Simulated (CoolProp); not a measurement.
A closed Brayton cycle with carbon dioxide: compressor inlet 332.15 K and 9.2 MPa, high pressure 30.9 MPa, turbine inlet 620 K, compressor efficiency 0.8, turbine efficiency 0.9, recuperator effectiveness 0 (on enthalpy, no pinch check). Each further row changes one setting.

Model: reference Helmholtz-energy equation of state, Span 1996, in CoolProp.

```tsv
case	thermal efficiency (%)	net work (kJ/kg)	compressor to turbine work	compressor exit (K)	turbine exit (K)
as stated	14.0	36.7	0.66	436.3	495.9
turbine inlet 570 K	12.1	(withheld)	0.75	436.3	(withheld)
compressor inlet 342.15 K	(withheld)	28.4	0.74	(withheld)	495.9
high pressure 26.3 MPa	(withheld)	(withheld)	0.62	421.8	511.9
recuperator effectiveness 0.5	(withheld)	36.7	0.66	436.3	495.9
```

Q: Some entries are withheld; supply them.

A: 
- turbine inlet 570 K, net work (kJ/kg): 23.7
- turbine inlet 570 K, turbine exit (K): 450.8
- compressor inlet 342.15 K, thermal efficiency (%): 12.3
- compressor inlet 342.15 K, compressor exit (K): 454.9
- high pressure 26.3 MPa, thermal efficiency (%): 13.0
- high pressure 26.3 MPa, net work (kJ/kg): 36.4
- recuperator effectiveness 0.5, thermal efficiency (%): 16.2
